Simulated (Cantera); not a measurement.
Input (Python, Cantera) and output of one run.

```python
import numpy as np
import cantera as ct

gas_names = """
    SO3 Ca O SO2
""".split()
cond_names = """
    CaS(s) CaO(s) CaO(L)
""".split()


# ... load() reads the species with a 1 bar reference pressure and builds the phases ...
species = {s.name: s for s in load("nasa_gas.yaml", gas_names) + load("nasa_condensed.yaml", cond_names)}
# Each term lists the table entries of one substance; the one whose range holds T is used.
reactions = {
    'SO3(g) + 4 Ca(g) = CaS + 3 CaO':
        [(-1, ['SO3']), (-4, ['Ca']), (1, ['CaS(s)']), (3, ['CaO(s)', 'CaO(L)'])],
    '3 O(g) + CaS = SO2(g) + CaO':
        [(-3, ['O']), (-1, ['CaS(s)']), (1, ['SO2']), (1, ['CaO(s)', 'CaO(L)'])],
}


def pick(names, T):
    return next(species[n] for n in names if species[n].thermo.min_temp <= T <= species[n].thermo.max_temp)


results = []
for label, terms in reactions.items():
    print(label)
    print("     T/K   dH/kJ  dS/(J/K)   dG/kJ   log10 K")
    for T in [300, 1223, 1323, 1423, 1523, 1623]:
        used = [(nu, pick(names, T)) for nu, names in terms]
        dH = sum(nu * s.thermo.h(T) for nu, s in used) / 1e6
        dS = sum(nu * s.thermo.s(T) for nu, s in used) / 1e3
        dG = dH - T * dS / 1e3
        logK = -dG * 1e6 / (ct.gas_constant * T * np.log(10))
        results.append((label, T, dH, dS, dG, logK, [s.name for _, s in used]))
        print(f"{T:8g} {dH:8.1f} {dS:8.1f} {dG:8.1f} {logK:8.2f}")
```

It prints:

```
SO3(g) + 4 Ca(g) = CaS + 3 CaO
     T/K   dH/kJ  dS/(J/K)   dG/kJ   log10 K
     300  -2693.9   -704.7  -2482.4   432.22
    1223  -2644.7   -632.1  -1871.6    79.93
    1323  -2638.7   -627.5  -1808.6    71.41
    1423  -2632.7   -623.0  -1746.1    64.09
    1523  -2626.5   -618.8  -1684.0    57.76
    1623  -2620.2   -614.8  -1622.3    52.21
3 O(g) + CaS = SO2(g) + CaO
     T/K   dH/kJ  dS/(J/K)   dG/kJ   log10 K
     300  -1206.3   -253.5  -1130.2   196.79
    1223  -1219.1   -276.7   -880.7    37.61
    1323  -1219.7   -277.2   -853.0    33.68
    1423  -1220.3   -277.7   -825.3    30.29
    1523  -1220.9   -278.0   -797.5    27.35
    1623  -1221.4   -278.4   -769.6    24.77
```

Standard-state values (1 bar) from the NASA 1993 polynomials, evaluated with Cantera. Condensed species are held in their standard states even where they would react or evaporate.
